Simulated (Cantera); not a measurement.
An isothermal plug-flow reactor at 1248 K and 1.00 bar (inlet), inlet velocity 4.9 m/s, active area per volume 2300 1/m; feed CH4 : O2 : N2 = 0.0026 : 0.16 : 0.79 (molar parts).

Cantera simulation using Deutschmann's 1995 Pt surface mechanism with GRI-Mech 3.0 gas chemistry; the numbers are that mechanism's predictions, not measurements. Catalytic surfaces can have several steady states; this one follows from the mechanism file's or the stated starting coverage. Mass transfer to the wall is taken as infinitely fast.

**Question.** What does this change do: temperature 1248 to 1048 K?

**Answer.** 
```tsv
quantity	before	after
x(CH4) at z = 0.037 m	5.46e-7	0.000546
x(O2) at z = 0.037 m	0.163	0.164
x(H2O) at z = 0.037 m	0.00543	0.00435
x(CO2) at z = 0.037 m	0.00271	0.00217
x(CO) at z = 0.037 m	1.60e-8	3.31e-7
θ(free Pt) at the exit	0.436	0.222
θ(O*) at the exit	0.563	0.777
```
